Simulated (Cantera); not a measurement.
An adiabatic, constant-volume homogeneous reactor starts with C3H8 : O2 : N2 : H2O = 1 : 7.04 : 26.5 : 4.7 (molar parts), at 1723 K and 1500000 Pa. Integrator tolerance rtol = 1e-08.

Computed with Cantera and GRI-Mech 3.0 (53 species, 325 reactions). GRI-Mech 3.0 was tuned for natural gas; its chemistry of propane as a main component is partial and can be far from experiment. The pressure lies above the range GRI-Mech 3.0 was tuned for (to about 10 atm).

Problem. What does this change do: initial temperature 1723 to 1550 K?

Solution. 
```tsv
quantity	before	after
time of steepest temperature rise	2.47 µs	9.61 µs
temperature at 0.300 s	2920 K	2834 K
equilibrium temperature	2920 K	2834 K
x(C3H8) at 0.300 s	<1e-12 (gas-phase equilibrium <1e-12)	<1e-12 (gas-phase equilibrium <1e-12)
x(O2) at 0.300 s	0.0447 (gas-phase equilibrium 0.0447)	0.0444 (gas-phase equilibrium 0.0444)
x(H2O) at 0.300 s	0.196 (gas-phase equilibrium 0.196)	0.201 (gas-phase equilibrium 0.201)
x(OH) at 0.300 s	0.0186 (gas-phase equilibrium 0.0186)	0.0151 (gas-phase equilibrium 0.0151)
x(O) at 0.300 s	0.00352 (gas-phase equilibrium 0.00352)	0.00246 (gas-phase equilibrium 0.00246)
```

Problem. What does this change do: pressure from 1500000 Pa to 170000 Pa?

Solution. 
```tsv
quantity	before	after
time of steepest temperature rise	2.47 µs	10.6 µs
temperature at 0.300 s	2920 K	2779 K
equilibrium temperature	2920 K	2779 K
x(C3H8) at 0.300 s	<1e-12 (gas-phase equilibrium <1e-12)	<1e-12 (gas-phase equilibrium <1e-12)
x(O2) at 0.300 s	0.0447 (gas-phase equilibrium 0.0447)	0.0486 (gas-phase equilibrium 0.0486)
x(H2O) at 0.300 s	0.196 (gas-phase equilibrium 0.196)	0.186 (gas-phase equilibrium 0.186)
x(OH) at 0.300 s	0.0186 (gas-phase equilibrium 0.0186)	0.0230 (gas-phase equilibrium 0.0230)
x(O) at 0.300 s	0.00352 (gas-phase equilibrium 0.00352)	0.00651 (gas-phase equilibrium 0.00651)
```
